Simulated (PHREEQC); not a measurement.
Solution (25 °C): 0.005 mol FeCl3, 0.045 mol ZnCl2 and 7.5e-05 mol NaF per kg of water. Closed to the air; pH follows from the charge balance.

All values are PHREEQC results (ion-association model, phreeqc.dat), not measurements.

Question: The ionic strength comes out as 0.150 mol/kgw. What activity coefficients do ZnCl3-, Fe3(OH)4+5, FeOH+2, Na+, FeCl+2 get?

Answer: ZnCl3- 0.74, Fe3(OH)4+5 0.0010, FeOH+2 0.33, Na+ 0.76, FeCl+2 0.33.

Precipitation was switched off in this run. Saturation is exceeded, for instance for Hematite (slow to form), Goethite (slow to form); the values hold only as long as no solid forms. Fluoro complexes past AlF4- and FeF3 are missing from the database.
